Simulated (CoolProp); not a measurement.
Saturation properties of dodecamethylpentasiloxane (MD3M) (Tc = 354.9 °C, pc = 0.9540 MPa, ω = 0.730).

Computed with CoolProp (reference Helmholtz-energy equation of state, Thol 2019).

```csv
T (°C),p (MPa),enthalpy of vaporisation (kJ/kg),liquid cp (kJ/(kg K))
107.45,0.001689,150.7,1.895
112.85,0.002183,149.0,1.906
118.15,0.002782,147.4,1.917
123.55,0.003530,145.7,1.929
128.85,0.004422,144.1,1.940
134.25,0.005518,142.4,1.951
139.55,0.006805,140.7,1.962
144.95,0.008364,139.0,1.974
```

It boils at 229.9 °C under 1 atm.
